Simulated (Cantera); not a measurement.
Input (Python, Cantera) and output of one run.

```python
import numpy as np
import cantera as ct

gas_names = [...]  # 95 gases of nasa_gas.yaml made of C, F, H
cond_names = """
    C(gr) C6H6(L) C7H8(L) C8H18(L),n-octa
""".split()


# ... load() reads the species with a 1 bar reference pressure and builds the phases ...
atoms = {
    'CF4': {'C': 1, 'F': 4},
    'H2': {'H': 2},
}
top_T = {'C(gr)': 4500}  # K; cautious upper limits of use, not melting points


# ... equilibrate(T, P, feed) seeds the gas with the atoms and calls Mixture.equilibrate('TP', solver="vcs", rtol=1e-11, max_steps=5000) ...
results = []
feed = {'CF4': 1, 'H2': 0.18}  # mol
T = 3248.15  # K
P = 133.322  # Pa
mix = equilibrate(T, P, feed)
results.append((T, P, feed, dict(zip(mix.species_names, mix.species_moles))))
print(gas.report(threshold=1e-05))
for i in range(1, mix.n_phases):
    print(f"{mix.phase(i).name:16s} {mix.phase_moles(i):12.5e} mol")
```

Result:

```
       temperature   3248.2 K
          pressure   133.32 Pa
           density   9.2749e-05 kg/m^3
  mean mol. weight   18.788 kg/kmol
   phase of matter   gas

                          1 kg             1 kmol
                     ---------------   ---------------
          enthalpy        1.1782e+07        2.2135e+08  J
   internal energy        1.0344e+07        1.9434e+08  J
           entropy             14913        2.8018e+05  J/K
    Gibbs function       -3.6658e+07       -6.8873e+08  J
 heat capacity c_p            1247.1             23431  J/K
 heat capacity c_v            804.56             15116  J/K

                      mass frac. Y      mole frac. X     chem. pot. / RT
                     ---------------   ---------------   ---------------
                 C          0.046454          0.072665           -5.4284
                CF          0.051595           0.03126           -32.317
               CF2        0.00090708        0.00034079           -59.205
                C2           0.01706          0.013343           -10.857
               C2H        6.5797e-05        4.9388e-05           -30.208
                C3          0.051892          0.027057           -16.285
                C4        9.7701e-05        3.8207e-05           -21.714
                C5        0.00014831        4.6399e-05           -27.142
                 F           0.78745           0.77873           -26.888
                 H         0.0019678          0.036677           -19.351
                HF          0.042354          0.039775           -46.239
                H2        1.8856e-06        1.7573e-05           -38.702
     [  +83 minor]        3.6052e-06        3.9605e-06

C(gr)             0.00000e+00 mol
```

Equilibrium computed with Cantera from the NASA thermochemical tables; the gas is ideal and each condensed phase is pure.
